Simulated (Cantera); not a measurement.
Cantera run, input and output.

```python
import numpy as np
import cantera as ct

gas = ct.Solution("gri30.yaml")


def delay(T, t_max=10):
    gas.TPX = T, 1000000, {'CO': 1, 'H2': 1.3, 'O2': 0.613, 'N2': 2.3}
    reactor = ct.IdealGasReactor(gas, clone=False)
    net = ct.ReactorNet([reactor])
    net.rtol, net.atol = 1e-8, 1e-16
    while net.time < t_max:
        t_old, T_old = net.time, reactor.T
        net.step()
        if reactor.T > T + 400:  # ignition: a rise of 400 K
            return t_old + (T + 400 - T_old) / (reactor.T - T_old) * (net.time - t_old)
    return np.nan


taus = []
for T in [1248, 1323, 1398, 1473, 1548, 1623, 1698]:
    taus.append(delay(T))
    print(f"T0 = {T:6g} K   tau = {taus[-1]:.4e} s")
```

Output:

```
T0 =   1248 K   tau = 1.0423e-05 s
T0 =   1323 K   tau = 4.4375e-06 s
T0 =   1398 K   tau = 2.6836e-06 s
T0 =   1473 K   tau = 1.8787e-06 s
T0 =   1548 K   tau = 1.4227e-06 s
T0 =   1623 K   tau = 1.1334e-06 s
T0 =   1698 K   tau = 9.3731e-07 s
```

Detailed kinetics in Cantera: GRI-Mech 3.0 (53 species, 325 reactions). The hydrogen kinetics of GRI-Mech 3.0 are dated; newer H2 mechanisms differ, most at raised pressure. Where the delays flatten at high temperature, the 400 K rule measures the pace of heat release, not the induction time.
